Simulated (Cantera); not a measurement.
Cantera run, input and output.

```python
import numpy as np
import cantera as ct

gas = ct.Solution("gri30.yaml")


def delay(T, t_max=10):
    gas.TPX = T, 100000, {'CH4': 1, 'H2': 0.14, 'O2': 1.72, 'N2': 6.49}
    reactor = ct.IdealGasConstPressureReactor(gas, clone=False)
    net = ct.ReactorNet([reactor])
    net.rtol, net.atol = 1e-8, 1e-16
    while net.time < t_max:
        t_old, T_old = net.time, reactor.T
        net.step()
        if reactor.T > T + 400:  # ignition: a rise of 400 K
            return t_old + (T + 400 - T_old) / (reactor.T - T_old) * (net.time - t_old)
    return np.nan


taus = []
for T in [1300, 1375, 1450, 1525, 1600, 1675]:
    taus.append(delay(T))
    print(f"T0 = {T:6g} K   tau = {taus[-1]:.4e} s")
```

Result:

```
T0 =   1300 K   tau = 4.6348e-03 s
T0 =   1375 K   tau = 2.1492e-03 s
T0 =   1450 K   tau = 1.0539e-03 s
T0 =   1525 K   tau = 5.5304e-04 s
T0 =   1600 K   tau = 3.1099e-04 s
T0 =   1675 K   tau = 1.8599e-04 s
```

Computed with Cantera and GRI-Mech 3.0 (53 species, 325 reactions).
